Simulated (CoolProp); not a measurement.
The fluoroketone C6F12O (FK-5-1-12) along the isobar 2.48 MPa: fugacity coefficient from the reference equation and from simpler models built on Tc = 441.8 K, pc = 1.869 MPa, ω = 0.471; each cubic takes its own stable root.

The numbers come from the reference Helmholtz-energy equation of state, McLinden 2015 in CoolProp.

```csv
T (K),phase,reference,van der Waals,Redlich-Kwong,Peng-Robinson
324.9,liquid,0.05029,0.2106,0.1079,___
338.4,liquid,0.07559,0.2470,0.1425,0.07534
351.8,liquid,0.1084,0.2854,0.1823,0.1079
365.3,liquid,0.1497,0.3260,0.2274,0.1491
378.8,liquid,0.1997,0.3681,0.2771,0.1989
392.2,liquid,0.2577,0.4111,0.3301,0.2567
405.7,liquid,0.3237,___,0.3863,0.3223
419.2,liquid,0.3961,0.4991,___,0.3937
432.6,liquid,0.4722,___,0.5015,0.4675
446.1,supercritical,0.5494,0.5848,0.5575,0.5405
459.6,supercritical,0.6183,0.6248,0.6084,0.6033
473.1,supercritical,0.6664,0.6605,0.6494,0.6494
486.5,supercritical,0.7035,0.6894,0.6813,0.6863
500,supercritical,0.7350,0.7135,0.7083,0.7183
```

Task: What belongs in the gaps?

Result: 
- 324.9, Peng-Robinson: 0.05024
- 405.7, van der Waals: 0.4550
- 419.2, Redlich-Kwong: 0.4440
- 432.6, van der Waals: 0.5424
